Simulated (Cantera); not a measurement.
Mixture: CH4 : O2 : N2 = 1 : 1.54 : 5.78 (molar parts), at 1.01 bar, adiabatic and at constant volume. Ignition delay is the time to a rise of 400 K.

Computed with Cantera and GRI-Mech 3.0 (53 species, 325 reactions).

Predict: delay at 1298 K; delay at 1373 K; delay at 1448 K; delay at 1523 K; delay at 1598 K; delay at 1673 K; apparent activation energy between 1523 and 1673 K.


* **delay at 1298 K**: 12.9 ms
* **delay at 1373 K**: 5.03 ms
* **delay at 1448 K**: 2.11 ms
* **delay at 1523 K**: 0.960 ms
* **delay at 1598 K**: 0.476 ms
* **delay at 1673 K**: 0.256 ms
* **apparent activation energy between 1523 and 1673 K**: 190 kJ/mol
